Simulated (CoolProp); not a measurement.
Dodecamethylcyclohexasiloxane (D6) at 298.15 K and 13.2 MPa is throttled through a valve to 6.87 MPa with no heat exchange. Each further row changes one setting.

Model: reference Helmholtz-energy equation of state, Colonna 2008, in CoolProp. It is a short technical equation, of lower accuracy than the large ones.

```
case                      temperature change (K)  final density (kg/m³)
------------------------  ----------------------  ---------------------
as stated                                   +2.8                    ___
outlet pressure 2.06 MPa                     ___                    ___
outlet pressure 8.93 MPa                    +1.9                    ___
```

Question: Complete the blanks.

Answer: 
- as stated, final density (kg/m³): 981
- outlet pressure 2.06 MPa, temperature change (K): +4.9
- outlet pressure 2.06 MPa, final density (kg/m³): 968
- outlet pressure 8.93 MPa, final density (kg/m³): 987
